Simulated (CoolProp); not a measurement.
Vapour-liquid equilibrium of isobutane (1) + R245fa (2) at 0.141 MPa; x and y are mole fractions of (1).

Computed with CoolProp (multi-fluid Helmholtz-energy mixture model, Bücker 2006 and Akasaka 2015; pair parameters Bell 2016).

| x | bubble temperature (°C) | y at the bubble point | dew temperature at overall composition x (°C) | liquid density (mol/L) |
|---|---|---|---|---|
| 0.05 | 12.1 | 0.380 | 22.3 | 10.18 |
| 0.2 | -2.0 | 0.692 | 18.0 | 10.28 |
| 0.35 | -4.8 | 0.741 | 13.1 | 10.19 |
| 0.5 | -5.2 | 0.750 | 7.4 | 10.09 |
| 0.65 | -5.4 | 0.758 | 0.3 | 10.03 |
| 0.8 | -5.5 | 0.791 | -5.5 | 10.02 |
| 0.95 | -4.4 | 0.910 | -3.8 | 10.05 |

y crosses x between x = 0.65 and 0.8: the model has an azeotrope there.

The pair parameters rest on a limited set of measurements; away from them the model extrapolates. With so large a gap from Raoult's law the liquid may split in two, which this calculation doesn't test in full.
